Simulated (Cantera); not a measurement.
Input: 1 mol PbO, 0.88 mol O2, 5.9 mol N2, 0.00041 mol H2, held at 0.133 bar.

Equilibrium computed with Cantera from the NASA thermochemical tables; the gas is ideal and each condensed phase is pure. Candidate condensed phases: H2O, Pb, PbO, PbO2, Pb3O4; 27 gas species. Equilibrium is a limit: real reactors are often held back by kinetics, nucleation or transport.

Problem. At 1198 K, list the 5 most abundant gas species with their mole fractions, and the condensed phases.

Solution. N2 0.870, O2 0.130, PbO 0.000491, NO 0.000159, H2O 6.04e-5. Condensed: PbO(l).
